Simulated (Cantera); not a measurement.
A jet of H₂ : O₂ : N₂ = 0.012 : 0.19 : 0.79 (molar parts) at 300 K and 57.0 Torr hits a platinum plate 7.4 cm away at a mass flux of 0.05 kg/m²/s; the plate temperature is set and raised in steps from an oxygen-covered start.

Computed with Cantera and Deutschmann's 1995 Pt surface mechanism with GRI-Mech 3.0 gas chemistry. Catalytic surfaces can have several steady states; this one follows from the mechanism file's or the stated starting coverage.

x: mole fraction at the wall; θ: surface coverage.

| plate T (K) | wall x H₂ | wall x O₂ | wall x H₂O | wall x OH | θ free Pt | θ O* | θ OH* |
|---|---|---|---|---|---|---|---|
| 500 | 0.00238 | 0.181 | 0.0193 | <1e-8 | 0.0192 | 0.974 | 0.00685 |
| 550 | 0.00237 | 0.181 | 0.0192 | <1e-8 | 0.0204 | 0.976 | 0.00391 |
| 600 | 0.00235 | 0.181 | 0.0190 | <1e-8 | 0.0215 | 0.976 | 0.00244 |
| 650 | 0.00228 | 0.181 | 0.0191 | <1e-8 | … | 0.975 | … |
| 700 | 0.00192 | 0.181 | 0.0196 | <1e-8 | 0.0299 | 0.969 | 0.00131 |
| 750 | 0.00131 | 0.180 | 0.0207 | <1e-8 | 0.0483 | 0.951 | 0.00122 |
| 800 | … | 0.180 | 0.0215 | <1e-8 | … | 0.917 | 0.00119 |

Problem. Some entries are withheld; supply them.

Solution. 
- 650, θ free Pt: 0.0234
- 650, θ OH*: 0.00166
- 800, wall x H₂: 0.000842
- 800, θ free Pt: 0.0816
